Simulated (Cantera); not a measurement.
A closed system holds: 1 mol MgO, 0.072 mol HI, 0.064 mol O2, equilibrated at 0.0133 bar.

Equilibrium computed with Cantera from the NASA thermochemical tables; the gas is ideal and each condensed phase is pure. Candidate condensed phases: H2O, I2, Mg, MgI2, MgO, Mg(OH)2; 20 gas species. The numbers say what is thermodynamically allowed, not how fast it happens. All values below are at 973 K.

Base state: O2 0.358, H2O 0.280, I2 0.197, I 0.165, HI 3.04e-5 (mole fractions); condensed: MgO(s).

Question: What changes in the equilibrium state with this change: pressure from 0.0133 bar to 0.580 bar?

Answer: 
```tsv
species	before	after
O2	0.358	0.384
H2O	0.280	0.300
I2	0.197	0.285
I	0.165	0.0301
HI	3.04e-5	1.45e-5
MgO(s), mol	1.00	1.00
```
